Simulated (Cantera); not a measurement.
A closed system holds: 1 mol SiO2, 0.42 mol H2, 0.28 mol H2O, equilibrated at 1175 K and 13300 Pa.

Equilibrium computed with Cantera from the NASA thermochemical tables; the gas is ideal and each condensed phase is pure. Candidate condensed phases: H2O, Si, SiO2; 18 gas species. The tables hold silica as quartz up to 1696 K and as liquid above; real silica turns to tridymite and cristobalite and melts near 1996 K. Kinetics and transport are ignored.

Question: What is the equilibrium state?

Answer: 
| Item | Value |
|---|---|
| x(H2) | 0.600 |
| x(H2O) | 0.400 |
| n(SiO2(β-quartz)) | 1.00 mol |
| gas amount | 0.7000 mol |
| log10 activity of Si(s) (absent) | -14.50 |
